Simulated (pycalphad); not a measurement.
An equivalent pycalphad script:

```python
from pycalphad import Database, equilibrium, calculate, variables as v
import numpy as np
db = Database('COST507.tdb')
comps = ['AL', 'SI', 'MG', 'VA']
phases = ['ALMG_BETA', 'ALMG_EPS', 'ALMG_GAMMA', 'DIAMOND_A4', 'FCC_A1', 'HCP_A3', 'LIQUID', 'MG2SI']
eq = equilibrium(db, comps, phases, {v.X('SI'): 0.1282, v.X('MG'): 0.0028, v.T: np.arange(1650, 349, -40), v.P: 101325, v.N: 1}, output=['HM', 'SM'])
```

All values are pycalphad results on the COST 507 light-alloy database (1999) (1 atm), not direct measurements. No gas phase is included, though pure Mg would boil below 1650 K. The data set is of 1999 and partly superseded. Amounts are mole fractions of atoms. Kinetics are ignored, which matters at the lower temperatures.

Results at three of the temperatures:

```
T = 1610.00 K, P = 101325 Pa, N = 1 mol of atoms
G = -95404 J/mol, H = 53187 J/mol, S = 92.29 J/(mol K)  (SER reference)
chemical potentials (J/mol): Al -94596, Si -99062, Mg -178836
phase             fraction      x(Al)      x(Si)      x(Mg)
LIQUID              1.0000     0.8690     0.1282     0.0028
```

```
T = 970.00 K, P = 101325 Pa, N = 1 mol of atoms
G = -40967 J/mol, H = 33250 J/mol, S = 76.51 J/(mol K)  (SER reference)
chemical potentials (J/mol): Al -41781, Si -34168, Mg -99621
phase             fraction      x(Al)      x(Si)      x(Mg)
LIQUID              1.0000     0.8690     0.1282     0.0028
```

```
T = 810.00 K, P = 101325 Pa, N = 1 mol of atoms
G = -29776 J/mol, H = 14337 J/mol, S = 54.46 J/(mol K)  (SER reference)
chemical potentials (J/mol): Al -30819, Si -21893, Mg -67079
phase             fraction      x(Al)      x(Si)      x(Mg)
FCC_A1              0.8813     0.9861     0.0107     0.0032
DIAMOND_A4          0.1187   4.06e-07     1.0000       none
```

Changes of the phase set, refined by bisection:

```tsv
T (K)	phases above	phases below
860.7	liquid	diamond (Si) + liquid
849.1	diamond (Si) + liquid	diamond (Si) + fcc + liquid
841.8	diamond (Si) + fcc + liquid	diamond (Si) + fcc
739.9	diamond (Si) + fcc	diamond (Si) + fcc + MG2SI
```

Database names, with the compositions (at.%) that they take in these runs: MG2SI: Mg 67 Si 33. FCC_A1 is fcc; DIAMOND_A4 is diamond (Si). An entry "none" or "no" means that the model of the phase leaves that element out.
